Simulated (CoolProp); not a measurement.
Values from CoolProp's reference Helmholtz-energy equation of state, Beckmüller 2019.

Task: For n-octane, give the phase and the speed of sound (m/s), isothermal compressibility (1/MPa), viscosity (µPa s) at 346.4 K and 0.139 MPa; 346.4 K and 0.477 MPa.

Result: 
- 346.4 K and 0.139 MPa: liquid; speed of sound 977, isothermal compressibility 0.00196, viscosity 310
- 346.4 K and 0.477 MPa: liquid; speed of sound 980, isothermal compressibility 0.00194, viscosity 311

Viscosity comes from a separate model (Huber 2004).
